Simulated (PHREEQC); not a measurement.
A solution holds 0.027 mol NH3, 1.4e-05 mol CO2 and 0.024 mol K2CO3 per kg of water, at 66 °C. Closed to the air; pH follows from the charge balance.

Equilibrium calculation in PHREEQC: ion-association model, wateq4f.dat.

### Question
The ionic strength comes out as 0.0676 mol/kgw. What activity coefficients do CO3-2, NH4+, K+, HCO3-, OH- get?

### Answer
CO3-2 0.41, NH4+ 0.79, K+ 0.78, HCO3- 0.80, OH- 0.78.

This is a speciation only: nothing precipitates in the calculation. Species that the database lacks are ignored. Carbamate, which ammonia and carbonate form, is missing from the database. Constants without temperature data keep their 25 °C values here.
